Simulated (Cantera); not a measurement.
A perfectly stirred reactor is fed with CH4 : O2 : N2 = 1 : 4.17 : 15.7 (molar parts), at 5.60 bar; it is adiabatic with a 775 K inlet, and is followed from long to short residence time, starting on the burning branch (τ in s: 0.4, 0.11, 0.03, 0.0084, 0.0023, 0.00063, 0.00017, 4.8e-05, 1.3e-05).

Detailed kinetics in Cantera: GRI-Mech 3.0 (53 species, 325 reactions).

Problem. What does this change do: O2 4.17 to 2.9 parts?

Solution. 
```json
[
 {"quantity": "blow-out, bracketed by the residence times tried", "before": "burning at 0.170 ms, out at 48.0 µs", "after": "burning at 0.170 ms, out at 48.0 µs"},
 {"quantity": "x(CH4) at τ = 0.400 s", "before": "1.12e-6", "after": "9.88e-7"},
 {"quantity": "x(O2) at τ = 0.400 s", "before": "0.104", "after": "0.0457"},
 {"quantity": "x(HO2) at τ = 0.400 s", "before": "1.26e-6", "after": "9.47e-7"},
 {"quantity": "x(CH2O) at τ = 0.400 s", "before": "1.16e-7", "after": "1.06e-7"},
 {"quantity": "x(C2H) at τ = 0.400 s", "before": "<1e-12", "after": "<1e-12"},
 {"quantity": "x(CH4) at τ = 2.30 ms", "before": "6.47e-5", "after": "5.35e-5"},
 {"quantity": "x(O2) at τ = 2.30 ms", "before": "0.104", "after": "0.0463"},
 {"quantity": "x(HO2) at τ = 2.30 ms", "before": "8.02e-6", "after": "6.13e-6"},
 {"quantity": "x(CH2O) at τ = 2.30 ms", "before": "7.63e-6", "after": "6.87e-6"},
 {"quantity": "x(C2H) at τ = 2.30 ms", "before": "1.84e-11", "after": "5.00e-11"}
]
```
